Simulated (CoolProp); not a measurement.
Vapour pressure (bar) of R1132(E): the reference equation beside estimates from Tc = 75.7 °C, pc = 51.74 bar, ω = 0.245. Clausius-Clapeyron is anchored at 7.55 °C with a constant enthalpy of vaporisation of 15.44 kJ/mol.

Computed with CoolProp (reference Helmholtz-energy equation of state, Akasaka 2024).

| T (°C) | reference | Lee-Kesler | Clausius-Clapeyron | Redlich-Kwong | Soave-Redlich-Kwong |
|---|---|---|---|---|---|
| 3.65 | 9.129 | 9.153 | 9.340 | 12.01 | 9.192 |
| 7.55 | 10.25 | 10.28 | 10.25 | 13.26 | 10.33 |
| 11.55 | 11.51 | 11.53 | 11.25 | 14.65 | 11.61 |
| 15.45 | 12.84 | 12.86 | 12.29 | 16.08 | 12.96 |
| 19.45 | 14.32 | 14.34 | 13.42 | 17.66 | 14.47 |
| 23.35 | 15.88 | 15.90 | 14.58 | 19.29 | 16.05 |
| 27.35 | 17.60 | 17.62 | 15.85 | 21.06 | 17.81 |
| 31.35 | 19.47 | 19.47 | 17.19 | 22.95 | 19.70 |
| 35.25 | 21.42 | 21.42 | 18.57 | 24.89 | 21.69 |

Absolute difference from the reference over all 9 rows, mean and median: Lee-Kesler 0.1 and 0.1 %, Clausius-Clapeyron 6.5 and 6.3 %, Redlich-Kwong 23.6 and 23.3 %, Soave-Redlich-Kwong 1.0 and 1.0 %.
